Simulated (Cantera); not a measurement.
An isothermal, constant-pressure homogeneous reactor starts with NH3 : H2 = 1 : 0.44 (molar parts), at 2073 K and 2670 Pa.

Computed with Cantera and the gas-phase N/H chemistry of the illustrative SiF4/NH3 mechanism in the Surface Chemkin manual (1991). Walls and surfaces, which speed up NH3 decomposition in real reactors, are not modelled.

x: mole fraction; the columns are a selection and need not sum to one.

```tsv
t (s)	x NH3	x H2	x N2H2	x NH2	x N2H4	x NH
0.000200	0.694	0.306	?	0.000146	1.47e-10	2.57e-7
0.000632	0.694	0.306	?	0.000458	1.46e-9	2.69e-6
0.00200	0.692	0.306	?	0.00124	1.07e-8	1.84e-5
0.00632	0.683	0.312	1.00e-5	0.00161	1.80e-8	3.01e-5
0.0200	0.656	0.332	9.46e-6	0.00156	1.70e-8	3.00e-5
0.0632	0.578	0.386	?	0.00143	1.42e-8	2.96e-5
0.200	0.402	0.511	?	0.00111	8.57e-9	2.74e-5
0.632	0.155	0.684	?	0.000578	2.33e-9	2.05e-5
2.00	0.0139	0.783	?	0.000115	9.16e-11	9.41e-6
6.32	6.88e-6	0.783	3.14e-12	3.66e-7	<1e-12	1.95e-7
20.0	7.51e-7	0.782	<1e-12	4.11e-8	<1e-12	2.25e-8
63.2	2.30e-7	0.782	<1e-12	1.26e-8	<1e-12	6.89e-9
200	1.50e-7	0.782	<1e-12	8.21e-9	<1e-12	4.50e-9
```

### Question
Fill in the missing entries.

### Answer

- 0.000200, x N2H2: 3.09e-8
- 0.000632, x N2H2: 4.55e-7
- 0.00200, x N2H2: 5.24e-6
- 0.0632, x N2H2: 7.85e-6
- 0.200, x N2H2: 4.74e-6
- 0.632, x N2H2: 1.43e-6
- 2.00, x N2H2: 9.64e-8
